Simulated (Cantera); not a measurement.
A closed system holds: 1 mol CuF2, 0.39 mol H2, 0.47 mol N2, held at 100 Torr.

Cantera equilibrium calculation (NASA polynomials, part measured and part estimated; ideal gas, pure solids and liquids). Candidate condensed phases: Cu, CuF2; 25 gas species. Mutual solubility and eutectic melting of coexisting phases are not modelled. Equilibrium is a limit: real reactors are often held back by kinetics, nucleation or transport.

Question: At 1025 K, list the 4 most abundant gas species with their mole fractions, and the condensed phases.

Answer: HF 0.624, N2 0.376, CuF 0.000199, CuF2 0.000189. Condensed: Cu(s) + CuF2(s).
